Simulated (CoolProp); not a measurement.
Model: reference Helmholtz-energy equation of state, Thol 2017, in CoolProp.

Give the vapour pressure (kPa), liquid density (kg/m³), vapour density (kg/m³), enthalpy of vaporisation (kJ/kg) of saturated octamethyltrisiloxane (MDM) at 332.7 K.


```json
[
 {"T (K)": "332.7", "p (kPa)": "3.57", "liquid density (kg/m³)": "780", "vapour density (kg/m³)": "0.307", "enthalpy of vaporisation (kJ/kg)": "191"}
]
```
